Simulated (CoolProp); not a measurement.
Values from CoolProp's reference Helmholtz-energy equation of state, Lemmon and Jacobsen 2000.

For R143a, give the phase and the cp (kJ/(kg K)) at 499.6 K and 0.0209 MPa; 174.5 K and 8.16 MPa; 352.8 K and 14.2 MPa.


- 499.6 K and 0.0209 MPa: gas; cp 1.28
- 174.5 K and 8.16 MPa: liquid; cp 1.21
- 352.8 K and 14.2 MPa: supercritical; cp 1.64
